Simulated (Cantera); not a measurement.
Feed: 1 mol trisilylamine, 8.4 mol N₂, at 15.0 Pa.

Equilibrium computed with Cantera from the NASA thermochemical tables; the gas is ideal and each condensed phase is pure. Candidate condensed phases: Si, Si₃N₄; 18 gas species. The feed counts by its element totals alone. Gases not in the tables: Si₂H₆ and higher silanes. Kinetics and transport are ignored.

**Question.** Which condensed phases are stable at each of these points (T (K)): 923, 1023, 1123, 1223, 1323, 1423, 1523, 1623, 1723, 1823, 1923, 2023?

**Answer.** 
```tsv
T (K)	condensed phases	Si condensed (%)
923	Si₃N₄(s)	100.0
1023	Si₃N₄(s)	100.0
1123	Si₃N₄(s)	100.0
1223	Si₃N₄(s)	100.0
1323	Si₃N₄(s)	100.0
1423	Si₃N₄(s)	100.0
1523	Si₃N₄(s)	100.0
1623	Si(s)	99.5
1723	Si(l)	96.9
1823	Si(l)	85.7
1923	Si(l)	39.3
2023	gas only	0.0
```

From 923 K to 1523 K the condensed part is Si₃N₄(s). At 1623 K the condensed part is Si(s). From 1723 K to 1923 K the condensed part is Si(l). At 2023 K nothing is condensed.
